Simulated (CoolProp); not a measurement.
Vapour-liquid equilibrium of R134a (1) + R245fa (2) at 1.27 bar; x and y are mole fractions of (1).

Computed with CoolProp (multi-fluid Helmholtz-energy mixture model, Tillner-Roth 1994 and Akasaka 2015; pair parameters Akasaka 2014).

Task: Give the bubble temperature and the first vapour's composition at x = 0.275, 0.8, 0.95. Is there an azeotrope?

Result: x = 0.275: 275.1 K, y = 0.654; x = 0.8: 256.6 K, y = 0.959; x = 0.95: 253.2 K, y = 0.991. No azeotrope shows between x = 0.05 and 0.95.

The pair parameters rest on a limited set of measurements; away from them the model extrapolates.
